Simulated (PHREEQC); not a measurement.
Consider water at 20 °C with 0.015 mol NaHSO4 and 0.00038 mol Na2B4O7 per kg of water. Closed to the air; pH follows from the charge balance.

The numbers come from PHREEQC with the ion-association model, phreeqc.dat.

Problem. The ionic strength comes out as 0.0352 mol/kgw. What activity coefficients do NaSO4-, Na+, HSO4-, SO4-2, H+ get?

Solution. NaSO4- 0.85, Na+ 0.85, HSO4- 0.84, SO4-2 0.51, H+ 0.87.

Precipitation was switched off in this run.
